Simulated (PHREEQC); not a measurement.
Acid mine or pickling water

A made-up water analysis in mg/L, 85 °C, pH 3.29, pe 12.8: Na 240; K 99.4; Ca 106; Mg 6.89; Cl 250; S(6) as SO4 640; Al 8.4; Cu(2) 0.418; N(5) as NO3 16.4.

Valence states are taken as typed.

Model: ion-association model, phreeqc.dat, run in PHREEQC.

Each row changes one thing in this solution. This is a speciation only: nothing precipitates in the calculation.

```
case                                               ionic strength (mol/kgw)  SO4-2 (mol/kgw)  K+ (mol/kgw)  HSO4- (mol/kgw)  CaSO4 (mol/kgw)  NaSO4- (mol/kgw)  SI of Gibbsite (Al(OH)3)  SI of Gypsum (CaSO4:2H2O)
-------------------------------------------------  ------------------------  ---------------  ------------  ---------------  ---------------  ----------------  ------------------------  -------------------------
as made                                                              0.0248          0.00467       0.00245         0.000673         0.000643          0.000169                     -0.33                      -0.84
Cu(2) from 0.418 to 0.836 mg/L                                       0.0248          0.00466       0.00245         0.000673         0.000643          0.000169                     -0.33                      -0.84
temperature from 85 to 15 °C at the same typed pH                         …          0.00544       0.00250         0.000141         0.000568          0.000145                     -3.46                      -0.87
K from 99.4 to 199 mg/L                                                   …          0.00461             …                …         0.000626          0.000165                     -0.32                      -0.85
```

What belongs in the gaps?


- temperature from 85 to 15 °C at the same typed pH, ionic strength (mol/kgw): 0.0265
- K from 99.4 to 199 mg/L, ionic strength (mol/kgw): 0.0260
- K from 99.4 to 199 mg/L, K+ (mol/kgw): 0.00491
- K from 99.4 to 199 mg/L, HSO4- (mol/kgw): 0.000659

Constants without temperature data keep their 25 °C values here.
